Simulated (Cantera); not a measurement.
An isothermal, constant-pressure homogeneous reactor starts with CO : O2 : H2O : N2 = 0.0014 : 0.045 : 0.027 : 1 (molar parts), equivalence ratio 0.016, at 1500 K and 5.00 bar. Integrator tolerance rtol = 1e-08.

Detailed kinetics in Cantera: GRI-Mech 3.0 (53 species, 325 reactions).

Question: What does this change do: O2 0.045 to 0.029 parts?

Answer: 
```
quantity                                           before                                     after
---------------  ----------------------------------------  ----------------------------------------
x(CO) at 100 s    1.41e-8 (gas-phase equilibrium 1.42e-8)   1.78e-8 (gas-phase equilibrium 1.79e-8)
x(O2) at 100 s      0.0413 (gas-phase equilibrium 0.0410)     0.0268 (gas-phase equilibrium 0.0265)
x(H2O) at 100 s     0.0252 (gas-phase equilibrium 0.0252)     0.0255 (gas-phase equilibrium 0.0255)
x(NO) at 100 s   6.36e-6 (gas-phase equilibrium 0.000591)  4.71e-6 (gas-phase equilibrium 0.000479)
x(H2) at 100 s    1.05e-7 (gas-phase equilibrium 1.06e-7)   1.33e-7 (gas-phase equilibrium 1.34e-7)
x(OH) at 100 s    1.75e-5 (gas-phase equilibrium 1.75e-5)   1.58e-5 (gas-phase equilibrium 1.58e-5)
x(N2O) at 100 s   8.83e-8 (gas-phase equilibrium 8.81e-8)   7.22e-8 (gas-phase equilibrium 7.20e-8)
```
